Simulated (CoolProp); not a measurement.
p-xylene along the isobar 4.93 MPa: fugacity coefficient from the reference equation and from simpler models built on Tc = 616.2 K, pc = 3.532 MPa, ω = 0.324; each cubic takes its own stable root.

Values from CoolProp's reference Helmholtz-energy equation of state, Zhou 2012.

```csv
T (K),phase,reference,van der Waals,Redlich-Kwong,Soave-Redlich-Kwong,Peng-Robinson
464.6,liquid,0.07633,0.2246,0.1234,0.08058,0.07762
473,liquid,0.08885,0.2406,0.1390,0.09407,0.09049
481.4,liquid,0.1027,0.2570,0.1557,0.1090,0.1047
489.9,liquid,0.1180,0.2741,0.1736,0.1256,0.1205
498.3,liquid,0.1346,0.2913,0.1923,0.1435,0.1376
506.7,liquid,0.1525,0.3089,0.2120,0.1629,0.1561
515.2,liquid,0.1720,0.3270,0.2328,0.1840,0.1762
523.6,liquid,0.1927,0.3451,0.2541,0.2063,0.1975
532,liquid,0.2146,0.3635,0.2763,0.2300,0.2201
540.4,liquid,0.2379,0.3821,0.2991,0.2551,0.2441
548.9,liquid,0.2627,0.4011,0.3228,0.2818,0.2695
```
